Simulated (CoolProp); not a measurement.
A Linde-Hampson liquefier for normal hydrogen: isothermal reversible compression at 200 K from 1 atm to 30 MPa, throttling to 1 atm, return gas leaving the recuperator 10 K below the feed. Each further row changes one setting.

Values from CoolProp's reference Helmholtz-energy equation of state, Leachman 2009.

| case | compression work (kJ/kg of gas) |
|---|---|
| as stated | 4890 |
| high pressure 60 MPa | 5680 |
| warm-end temperature 230 K | 5600 |
| warm-end gap 15 K | 4890 |
